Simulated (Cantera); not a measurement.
A closed system holds: 1 mol CaCl₂, 4.4 mol H₂, 48 mol N₂, 0.034 mol HCl, held at 1048.15 K and 0.00263 Torr.

Equilibrium computed with Cantera from the NASA thermochemical tables; the gas is ideal and each condensed phase is pure. Candidate condensed phases: Ca, CaCl₂, NH₄Cl; 16 gas species. Rates play no part.

Base state: N₂ 0.898, H₂ 0.0823, CaCl₂ 0.0187, HCl 0.000637 (mole fractions); condensed: gas only.

**Question.** What changes in the equilibrium state with this change: temperature from 1048.15 K to 2050 K?

**Answer.** 
```csv
species,before,after
N₂,0.898,0.814
H,1.19e-6,0.125
Cl,8.39e-9,0.0294
H₂,0.0823,0.0107
Ca,1.62e-9,0.0155
CaCl₂,0.0187,0.000328
CaCl,3.23e-7,0.00111
HCl,0.000637,0.00338
```

**Question.** What changes in the equilibrium state with this change: pressure from 0.00263 Torr to 1.00 Torr?

**Answer.** 
```csv
species,before,after
N₂,0.898,0.915
H₂,0.0823,0.0839
HCl,0.000637,0.000648
CaCl₂,0.0187,9.10e-5
"CaCl₂(l), mol",0,0.995
```
